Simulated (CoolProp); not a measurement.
Vapour-liquid equilibrium of hydrogen sulfide (1) + n-pentane (2) at 282.6 K; x and y are mole fractions of (1).

Model: multi-fluid Helmholtz-energy mixture model, Lemmon 2006 and Thol 2019; pair parameters Kunz 2012, in CoolProp.

Q: Give the bubble pressure and the first vapour's composition at x = 0.05, 0.2, 0.5. Is there an azeotrope?

A: x = 0.05: 0.1179 MPa, y = 0.693; x = 0.2: 0.4062 MPa, y = 0.918; x = 0.5: 0.8418 MPa, y = 0.967. No azeotrope shows between x = 0.05 and 0.95.

The pair parameters rest on a limited set of measurements; away from them the model extrapolates.
